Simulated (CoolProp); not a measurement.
Vapour-liquid equilibrium of ethylbenzene (1) + o-xylene (2) at 273.15 °C; x and y are mole fractions of (1).

The numbers come from the multi-fluid Helmholtz-energy mixture model, Zhou 2012 and Zhou 2012; pair parameters Bell 2016 in CoolProp.

```
x     bubble pressure (bar)  y at the bubble point  dew pressure at overall composition x (bar)  liquid density (mol/L)
----  ---------------------  ---------------------  -------------------------------------------  ----------------------
0.05                    ___                  0.055                                        12.65                   5.791
0.2                   12.94                  0.217                                        12.91                   5.753
0.35                  13.24                    ___                                          ___                   5.715
0.5                   13.55                  0.525                                          ___                   5.679
0.65                  13.84                  0.671                                        13.80                   5.645
0.8                   14.11                  0.813                                        14.09                   5.614
0.95                  14.36                  0.953                                        14.36                   5.588
```

Task: What belongs in the gaps?

Result: 
- 0.05, bubble pressure (bar): 12.66
- 0.35, y at the bubble point: 0.374
- 0.35, dew pressure at overall composition x (bar): 13.20
- 0.5, dew pressure at overall composition x (bar): 13.49

No azeotrope shows between x = 0.05 and 0.95.

Pair parameters are fitted to limited data, so mixtures are less certain than the pure fluids.
